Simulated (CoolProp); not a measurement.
Computed with CoolProp (reference Helmholtz-energy equation of state, Lemmon 2006). It is a short technical equation, of lower accuracy than the large ones.

Problem. Give the vapour pressure (MPa), vapour density (kg/m³), surface tension (mN/m), liquid viscosity (µPa s) of saturated C3F8 (R218) at -29.75, -20.55, -11.35 °C.

Solution. 
```
T (°C)  p (MPa)  vapour density (kg/m³)  surface tension (mN/m)  liquid viscosity (µPa s)
------  -------  ----------------------  ----------------------  ------------------------
-29.75    0.138                    13.7                    9.68                       388
-20.55    0.200                    19.6                    8.62                       336
-11.35    0.282                    27.2                    7.58                       291
```

Viscosity comes from a separate model (Huber 2003), an estimate that may be off by 10 % or more. Surface tension comes from a separate correlation (Mulero 2012).
